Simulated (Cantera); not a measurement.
A closed system holds: 1 mol SiCl4, 9.7 mol NO, 81 mol N2, held at 13.3 mbar.

These are equilibrium values from Cantera (NASA tables, ideal gas, pure condensed phases), not measurements of a reactor. Candidate condensed phases: Si, SiO2, Si2N2O, Si3N4; 23 gas species. The tables hold silica as quartz up to 1696 K and as liquid above; real silica turns to tridymite and cristobalite and melts near 1996 K. The numbers say what is thermodynamically allowed, not how fast it happens.

Q: Which condensed phases are stable at each of these points (T (K)): 1473, 1573, 1673, 1773, 1873, 1973, 2073?

A: 
| T (K) | condensed phases | Si condensed (%) |
|---|---|---|
| 1473 | SiO2(β-quartz) | 100.0 |
| 1573 | SiO2(β-quartz) | 100.0 |
| 1673 | SiO2(β-quartz) | 100.0 |
| 1773 | SiO2(condensed) | 100.0 |
| 1873 | SiO2(condensed) | 100.0 |
| 1973 | SiO2(condensed) | 99.5 |
| 2073 | SiO2(l) | 96.1 |

From 1473 K to 1673 K the condensed part is SiO2(β-quartz). From 1773 K to 1973 K the condensed part is SiO2(condensed). At 2073 K the condensed part is SiO2(l).
